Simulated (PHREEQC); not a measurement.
Metal-bearing waste water: an equilibrium model

Dissolve 0.00099 mol/kgw CuSO4, 0.0042 mol/kgw MgSO4, 0.0037 mol/kgw H2SO4 and 0.041 mol/kgw NaCl at 25 °C. Closed to the air; pH follows from the charge balance.

All values are PHREEQC results (ion-association model, phreeqc.dat), not measurements.

* **pH**: 2.30
* **ionic strength**: 0.0646 mol/kgw
* **specific conductance**: 7270 µS/cm
* **density**: 1.000 g/cm³
* **total alkalinity**: -7.40 meq/kg

```
species  molality  activity   log γ
-------  --------  --------  ------
Cl-        0.0410    0.0327  -0.098
Na+        0.0405    0.0328  -0.091
H+        0.00590   0.00498  -0.074
SO4-2     0.00584   0.00250  -0.368
Mg+2      0.00333   0.00151  -0.342
HSO4-     0.00150   0.00121  -0.093
MgSO4    0.000873  0.000886   0.006
Cu+2     0.000775  0.000350  -0.345
NaSO4-   0.000505  0.000411  -0.089
CuSO4    0.000176  0.000179   0.006
CuCl+     3.85e-5   3.08e-5  -0.097
CuCl2     5.32e-7   5.39e-7   0.006
```

No solid was allowed to form.
